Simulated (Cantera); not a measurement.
# SiCl₄ + O₂ + H₂ (silicon oxide and oxynitride deposition)

Input: 1 mol SiCl₄, 1.8 mol O₂, 1 mol H₂, held at 0.133 bar.

Equilibrium computed with Cantera from the NASA thermochemical tables; the gas is ideal and each condensed phase is pure. Candidate condensed phases: H₂O, Si, SiO₂; 30 gas species. The tables hold silica as quartz up to 1696 K and as liquid above; real silica turns to tridymite and cristobalite and melts near 1996 K. Equilibrium is a limit: real reactors are often held back by kinetics, nucleation or transport.

From 750 °C to 1350 °C the condensed part is SiO₂(β-quartz). At 1450 °C the condensed part is SiO₂(condensed).

| T (°C) | log p HCl | log p Cl₂ | log p Cl | log p O₂ | log p H₂O | n SiO₂(β-quartz) | n SiO₂(condensed) |
|---|---|---|---|---|---|---|---|
| 750 | -1.21 | -1.40 | -3.96 | -1.58 | -2.34 | 1.00 | 0 |
| 850 | -1.19 | -1.42 | -3.41 | -1.57 | -2.55 | 1.00 | 0 |
| 950 | -1.18 | -1.44 | -2.94 | -1.57 | -2.73 | 1.00 | 0 |
| 1050 | -1.17 | -1.46 | -2.55 | -1.56 | -2.90 | 1.00 | 0 |
| 1150 | -1.17 | -1.49 | -2.22 | -1.57 | -3.03 | 1.00 | 0 |
| 1250 | -1.18 | -1.54 | -1.94 | -1.58 | -3.14 | 1.000 | 0 |
| 1350 | -1.19 | -1.63 | -1.71 | -1.59 | -3.22 | 1.000 | 0 |
| 1450 | -1.21 | -1.76 | -1.54 | -1.61 | -3.25 | 0 | 1.000 |
log p: log10 of the partial pressure in bar; n: condensed amount in mol.
